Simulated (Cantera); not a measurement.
An isothermal, constant-pressure homogeneous reactor starts with CH₄ : H₂O = 1 : 1.1 (molar parts), at 1673 K and 100.0 Torr.

Cantera simulation using GRI-Mech 3.0 (53 species, 325 reactions); the numbers are that mechanism's predictions, not measurements.

One state of this run: x CH₄ = 0.0273; x H₂O = 0.272; x CH₂CO = 5.81e-5; x O₂ = 1.59e-10; x H = 0.000235; x OH = 5.79e-6. x: mole fraction; the columns are a selection and need not sum to one.

Problem. Which value of t (s) does it belong to?
A) 0.556
B) 4.76e-5
C) 0.000227
D) 0.0245

Solution. A, 0.556
